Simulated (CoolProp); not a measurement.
A simple Rankine cycle with propyne: condensing at 310.15 K, boiler at 3.79 MPa, turbine inlet 419.9 K, turbine efficiency 0.7, pump efficiency 0.8, no recuperator. Each further row changes one setting.

The numbers come from the reference Helmholtz-energy equation of state, Polt 1992 in CoolProp. This equation is an older, rougher fit; its heat capacities, sound speeds and derivatives of the liquid may be far off and weren't checked against measurements.

| case | thermal efficiency (%) | net work (kJ/kg) | heat in (kJ/kg) | turbine exit temperature (K) | volume ratio over the turbine |
|---|---|---|---|---|---|
| as stated | … | … | 591 | … | 4.68 |
| turbine inlet 439.9 K | … | 70.9 | 640 | … | 4.59 |
| condensing temperature 302.15 K | 12.1 | … | 610 | … | 5.78 |
| boiler pressure 2.65 MPa | … | 55.2 | 618 | 371.4 | 3.18 |
| turbine efficiency 0.6 | 9.2 | 54.2 | 591 | 357.2 | 4.78 |

Question: Fill in the missing entries.

Answer: 
- as stated, thermal efficiency (%): 10.9
- as stated, net work (kJ/kg): 64.3
- as stated, turbine exit temperature (K): 351.8
- turbine inlet 439.9 K, thermal efficiency (%): 11.1
- turbine inlet 439.9 K, turbine exit temperature (K): 374.4
- condensing temperature 302.15 K, net work (kJ/kg): 73.6
- condensing temperature 302.15 K, turbine exit temperature (K): 344.1
- boiler pressure 2.65 MPa, thermal efficiency (%): 8.9
